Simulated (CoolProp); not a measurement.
A single-stage vapour-compression cycle with sulfur dioxide: evaporating at 241.15 K (dew point), condensing at 268.15 K (bubble point), superheat 8 K, subcooling 0 K, compressor efficiency 0.85, no pressure losses. Each further row changes one setting.

Model: reference Helmholtz-energy equation of state, Gao 2016, in CoolProp.

```tsv
case	cooling COP	pressure ratio	discharge temperature (K)	refrigerating effect (kJ/kg)	volumetric capacity (kJ/m³)
as stated	6.65	3.70	341.3	377	402
evaporating temperature 246.15 K	8.52	2.83	327.0	379	520
condensing temperature 263.15 K	8.32	2.97	324.7	383	409
subcooling 5 K	6.77	3.70	341.3	383	409
superheat 18 K	6.49	3.70	354.0	383	392
compressor efficiency 0.75	5.86	3.70	352.7	377	402
```
